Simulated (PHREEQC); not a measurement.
Make-up at 39 °C: 3.5 mmol/kgw ZnCl2 and 58 mmol/kgw H3BO3. Closed to the air; pH follows from the charge balance.

The numbers come from PHREEQC with the ion-association model, phreeqc.dat.

Precipitation was switched off in this run.

**Question.** What pH, specific conductance does the model give?

**Answer.** pH 5.15; specific conductance 1080 µS/cm.

**Question.** In which forms is Zn present?

**Answer.** Zn+2 98 %, ZnCl+ 2.2 % of the Zn.

At this temperature some constants are extrapolated from 25 °C, and those without enthalpy data are left unchanged.
